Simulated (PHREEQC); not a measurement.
Make-up at 60 °C: 0.018 mol HNO3 and 0.17 mol Na2SO4 per kg of water. Closed to the air; pH follows from the charge balance.

The numbers come from PHREEQC with the ion-association model, wateq4f.dat.

The pH is 2.71. The ionic strength comes out as 0.413 mol/kgw and the activity of water comes out as 0.992. The total alkalinity comes out as -18.0 meq/kg.

| species | molality | activity | log γ |
|---|---|---|---|
| Na+ | 0.298 | 0.207 | -0.158 |
| SO4-2 | 0.113 | 0.0228 | -0.693 |
| NaSO4- | 0.0420 | 0.0289 | -0.162 |
| NO3- | 0.0180 | 0.0110 | -0.213 |
| HSO4- | 0.0154 | 0.0102 | -0.178 |
| H+ | 0.00258 | 0.00196 | -0.120 |

Precipitation was switched off in this run. Complexes and solids missing from the database can't appear. Constants without temperature data keep their 25 °C values here.
